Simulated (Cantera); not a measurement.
A freely propagating, adiabatic, planar premixed flame of 24.9 % H₂, 12.5 % O₂, 62.6 % N₂, equivalence ratio 1.0, unburnt at 425 K and 0.220 bar; mixture-averaged transport, grid criteria slope 0.08 and curve 0.16, no radiation.

Detailed kinetics in Cantera: the H2/O2 subset of GRI-Mech 3.0, which has no nitrogen chemistry. Burning velocities carry a grid error of a few per cent, more on coarse grids.

Question: Predict: laminar burning velocity; thermal thickness; peak x(OH); peak x(H); peak x(H₂O₂).

Answer: 
| Quantity | Result |
|---|---|
| laminar burning velocity | 270 cm/s |
| thermal thickness | 3.32 mm |
| peak x(OH) | 0.0103 |
| peak x(H) | 0.0541 |
| peak x(H₂O₂) | 1.77e-5 |
